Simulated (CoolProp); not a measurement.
R143a at 264.81 K and 5.02 MPa is throttled through a valve to 1.19 MPa with no heat exchange. Each further row changes one setting.

Values from CoolProp's reference Helmholtz-energy equation of state, Lemmon and Jacobsen 2000.

```json
[
 {"case": "as stated", "temperature change (K)": "+0.6", "final phase": "liquid", "final density (kg/m³)": "1050"},
 {"case": "outlet pressure 0.357 MPa", "temperature change (K)": "-8.2", "final phase": "two-phase, vapour fraction 0.063", "final density (kg/m³)": "206"},
 {"case": "outlet pressure 1.55 MPa", "temperature change (K)": "+0.5", "final phase": "liquid", "final density (kg/m³)": "1060"}
]
```
